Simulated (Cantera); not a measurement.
Input: 1 mol Si, a varied amount of Cl2, 0.34 mol H2, equilibrated at 0.133 bar.

Equilibrium computed with Cantera from the NASA thermochemical tables; the gas is ideal and each condensed phase is pure. Candidate condensed phases: Si; 19 gas species. The tables' values for SiCl3 are old estimates. Kinetics and transport are ignored.

Stable condensed phases, one row left out:

```
T in °C \ n(Cl2) in mol
          0.5 0.62 0.77 0.96  1.2  1.5  1.8  2.3  2.8
   1277     A    A    A    A    A    B    B    B    B
   1227     A    A    A    A    A    B    B    B    B
   1127     A    A    A    A    A    A    B    B    B
   1077     A    A    A    A    A    A    B    B    B
   1027     A    A    A    A    A    A    A    B    B
    977     A    A    A    A    A    A    A    B    B
    927     A    A    A    A    A    A    A    B    B
    877     A    A    A    A    A    A    A    B    B
    827     A    A    A    A    A    A    A    B    B
    777     A    A    A    A    A    A    A    B    B
```

A: Si; B: gas only.

### Question
Give the row for 1177 °C.

### Answer
0.5: Si; 0.62: Si; 0.77: Si; 0.96: Si; 1.2: Si; 1.5: Si; 1.8: gas only; 2.3: gas only; 2.8: gas only.
